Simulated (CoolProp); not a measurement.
Saturated liquid density (kg/m³) of carbon monoxide: the reference equation beside estimates from Tc = -140.3 °C, pc = 34.98 bar, ω = 0.050. Rackett uses Z = 0.29056 − 0.08775 ω.

Computed with CoolProp (reference Helmholtz-energy equation of state, Lemmon 2006). It is a short technical equation, of lower accuracy than the large ones.

```tsv
T (°C)	reference	Rackett	van der Waals	Redlich-Kwong	Soave-Redlich-Kwong	Peng-Robinson
-197.45	818.6	828.4	557.8	823.7	817.9	922.8
-195.55	810.6	820.6	552.6	814.9	809.6	913.8
-193.65	802.5	812.7	547.4	805.9	801.0	904.5
-191.65	793.8	804.2	541.7	796.1	791.8	894.4
-189.75	785.5	796.1	536.2	786.6	782.7	884.6
-187.85	777.0	787.8	530.6	776.8	773.4	874.4
-185.85	767.9	778.8	524.5	766.2	763.3	863.3
-183.95	759.1	770.2	518.6	755.8	753.4	852.4
-182.05	750.1	761.4	512.5	745.1	743.1	841.1
-180.05	740.5	751.9	506.0	733.4	732.0	828.8
-178.15	731.1	742.7	499.6	722.0	721.1	816.7
-176.25	721.6	733.3	493.0	710.3	709.8	804.1
-174.25	711.2	723.1	485.8	697.5	697.5	790.3
-172.35	701.1	713.2	478.8	684.9	685.3	776.7
-170.45	690.7	703.0	471.6	671.9	672.7	762.5
```

Absolute difference from the reference over all 15 rows, mean and median: Rackett 1.5 and 1.5 %, van der Waals 31.7 and 31.7 %, Redlich-Kwong 0.9 and 0.6 %, Soave-Redlich-Kwong 1.0 and 0.8 %, Peng-Robinson 12.0 and 12.3 %.
